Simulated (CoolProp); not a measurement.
Vapour-liquid equilibrium of ethane (1) + n-butane (2) at 0.216 bar; x and y are mole fractions of (1).

Computed with CoolProp (multi-fluid Helmholtz-energy mixture model, Bücker 2006 and Bücker 2006; pair parameters Kunz 2012).

| x | bubble temperature, mixture model (K) | bubble temperature, Raoult's law (K) | y, mixture model | y, Raoult's law |
|---|---|---|---|---|
| 0.05 | 212.2 | 211.1 | 0.790 | 0.808 |
| 0.125 | (withheld) | 194.0 | 0.949 | 0.951 |
| 0.2 | (withheld) | 185.4 | 0.979 | 0.979 |
| 0.275 | (withheld) | 179.8 | 0.989 | 0.989 |
| 0.35 | 175.3 | 175.8 | 0.994 | 0.993 |
| 0.425 | 172.2 | 172.6 | 0.996 | 0.996 |
| 0.5 | (withheld) | 170.1 | 0.997 | 0.997 |
| 0.575 | 167.6 | 168.0 | 0.998 | 0.998 |
| 0.65 | (withheld) | 166.2 | 0.999 | 0.999 |
| 0.725 | 164.4 | 164.6 | 0.999 | 0.999 |
| 0.8 | (withheld) | 163.2 | 0.999 | 1.000 |
| 0.875 | 161.9 | 161.9 | 1.000 | 1.000 |
| 0.95 | 160.8 | 160.8 | 1.000 | 1.000 |

Q: Fill in the missing entries.

A: 
- 0.125, bubble temperature, mixture model (K): 194.4
- 0.2, bubble temperature, mixture model (K): 185.3
- 0.275, bubble temperature, mixture model (K): 179.5
- 0.5, bubble temperature, mixture model (K): 169.7
- 0.65, bubble temperature, mixture model (K): 165.9
- 0.8, bubble temperature, mixture model (K): 163.1

The largest gap from Raoult's law is +1.1 K in bubble temperature, at x = 0.05. No azeotrope shows between x = 0.05 and 0.95.

The pair parameters rest on a limited set of measurements; away from them the model extrapolates. The gap from Raoult's law changes sign with composition, which may be real or a fault of the pair parameters; it wasn't checked against measurements.
